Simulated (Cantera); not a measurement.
What does this Cantera script print?

```python
import numpy as np
import cantera as ct

gas_names = """
    Fe H H2 H2S N NH NH2 NH3 N2 N2H2 N2H4 S SH SN S2 S8
""".split()
cond_names = """
    Fe(a) Fe(c) Fe(d) Fe(L) FeS(a) FeS(b) FeS(c) FeS(L) FeS2(s) S(cr1) S(cr2) S(L)
""".split()


# ... load() reads the species with a 1 bar reference pressure and builds the phases ...
atoms = {
    'FeS': {'Fe': 1, 'S': 1},
    'H2': {'H': 2},
    'N2': {'N': 2},
}
top_T = {'FeS2(s)': 1010}  # K; cautious upper limits of use, not melting points


# ... equilibrate(T, P, feed) seeds the gas with the atoms and calls Mixture.equilibrate('TP', solver="vcs", rtol=1e-11, max_steps=5000) ...
results = []
feed = {'FeS': 1, 'H2': 0.39, 'N2': 0.74}  # mol
P = 5200  # Pa
for T in [923, 998, 1073, 1148, 1223, 1298, 1373, 1448, 1523, 1598]:
    mix = equilibrate(T, P, feed)
    results.append((T, P, feed, dict(zip(mix.species_names, mix.species_moles))))
    x = sorted(zip(gas.X, gas.species_names), reverse=True)
    print(f"T = {T:g} K  P = {P:g} Pa  gas = {mix.phase_moles(0):.4g} mol")
    print("   x: " + "  ".join(f"{s} {v:.3e}" for v, s in x if v > 0.001))
    print("   condensed (mol): " + ("  ".join(f"{mix.phase(i).name} {mix.phase_moles(i):.4g}"
          for i in range(1, mix.n_phases) if mix.phase_moles(i) > 1e-12) or "none"))
```

It prints:

```
T = 923 K  P = 5200 Pa  gas = 1.13 mol
   x: N2 6.549e-01  H2 3.449e-01
   condensed (mol): Fe(a) 0.0002225  FeS(c) 0.9998
T = 998 K  P = 5200 Pa  gas = 1.13 mol
   x: N2 6.549e-01  H2 3.448e-01
   condensed (mol): Fe(a) 0.0004221  FeS(c) 0.9996
T = 1073 K  P = 5200 Pa  gas = 1.13 mol
   x: N2 6.549e-01  H2 3.445e-01
   condensed (mol): Fe(a) 0.0007381  FeS(c) 0.9993
T = 1148 K  P = 5200 Pa  gas = 1.13 mol
   x: N2 6.549e-01  H2 3.441e-01  H2S 1.070e-03
   condensed (mol): Fe(a) 0.00121  FeS(c) 0.9988
T = 1223 K  P = 5200 Pa  gas = 1.13 mol
   x: N2 6.549e-01  H2 3.435e-01  H2S 1.650e-03
   condensed (mol): Fe(c) 0.00187  FeS(c) 0.9981
T = 1298 K  P = 5200 Pa  gas = 1.13 mol
   x: N2 6.549e-01  H2 3.427e-01  H2S 2.411e-03
   condensed (mol): Fe(c) 0.002753  FeS(c) 0.9972
T = 1373 K  P = 5200 Pa  gas = 1.13 mol
   x: N2 6.548e-01  H2 3.417e-01  H2S 3.359e-03
   condensed (mol): Fe(c) 0.003916  FeS(c) 0.9961
T = 1448 K  P = 5200 Pa  gas = 1.13 mol
   x: N2 6.547e-01  H2 3.405e-01  H2S 4.492e-03
   condensed (mol): Fe(c) 0.005523  FeS(c) 0.9945
T = 1523 K  P = 5200 Pa  gas = 1.131 mol
   x: N2 6.545e-01  H2 3.395e-01  H2S 5.249e-03
   condensed (mol): Fe(c) 0.007159  FeS(L) 0.9928
T = 1598 K  P = 5200 Pa  gas = 1.132 mol
   x: N2 6.539e-01  H2 3.385e-01  H2S 5.886e-03  S2 1.074e-03
   condensed (mol): Fe(c) 0.009592  FeS(L) 0.9904
```

Method: chemical equilibrium by Gibbs-energy minimisation in Cantera with the NASA 1993 tables (ideal gas, pure condensed phases). Metal and sulfide melt together well below either melting point, which pure phases cannot show. Mutual solubility and eutectic melting of coexisting phases are not modelled. FeS: taken at fixed stoichiometry. Gases not in the tables: S3 to S7.
